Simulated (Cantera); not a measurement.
Charge: 1 mol AlN, 1.8 mol Cl2, equilibrated at 1.30 mbar.

Cantera equilibrium calculation (NASA polynomials, part measured and part estimated; ideal gas, pure solids and liquids). Candidate condensed phases: Al, AlCl3, AlN; 11 gas species. Kinetics and transport are ignored.

**Question.** At 1148 K, list the 4 most abundant gas species with their mole fractions, and the condensed phases.

**Answer.** AlCl3 0.548, N2 0.274, Cl2 0.150, Cl 0.0288. Condensed: gas only.
